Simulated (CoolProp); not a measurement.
Vapour pressure (MPa) of R142b: the reference equation beside estimates from Tc = 410.3 K, pc = 4.055 MPa, ω = 0.232. Clausius-Clapeyron is anchored at 222.1 K with a constant enthalpy of vaporisation of 24.68 kJ/mol.

Model: reference Helmholtz-energy equation of state, Lemmon 2006, in CoolProp. It is a short technical equation, of lower accuracy than the large ones.

| T (K) | reference | Lee-Kesler | Clausius-Clapeyron | Peng-Robinson |
|---|---|---|---|---|
| 211.2 | 0.006252 | 0.006027 | 0.006337 | 0.006568 |
| 216.7 | 0.009008 | 0.008703 | 0.009053 | 0.009383 |
| 222.1 | 0.01263 | 0.01223 | 0.01263 | 0.01306 |
| 227.6 | 0.01748 | 0.01698 | 0.01744 | 0.01795 |
| 233.1 | 0.02376 | 0.02314 | 0.02373 | 0.02426 |
| 238.6 | 0.03176 | 0.03104 | 0.03183 | 0.03228 |
| 244 | 0.04161 | 0.04079 | 0.04191 | 0.04211 |
| 249.5 | 0.05402 | 0.05313 | 0.05480 | 0.05448 |
| 255 | 0.06922 | 0.06828 | 0.07083 | 0.06960 |
| 260.4 | 0.08726 | 0.08632 | 0.09017 | 0.08751 |
| 265.9 | 0.1093 | 0.1084 | 0.1141 | 0.1093 |
| 271.4 | 0.1354 | 0.1346 | 0.1431 | 0.1352 |
| 276.9 | 0.1661 | 0.1655 | 0.1778 | 0.1657 |
| 282.3 | 0.2012 | 0.2009 | 0.2183 | 0.2005 |

Absolute difference from the reference over all 14 rows, mean and median: Lee-Kesler 1.8 and 1.8 %, Clausius-Clapeyron 2.6 and 1.4 %, Peng-Robinson 1.6 and 1.0 %.
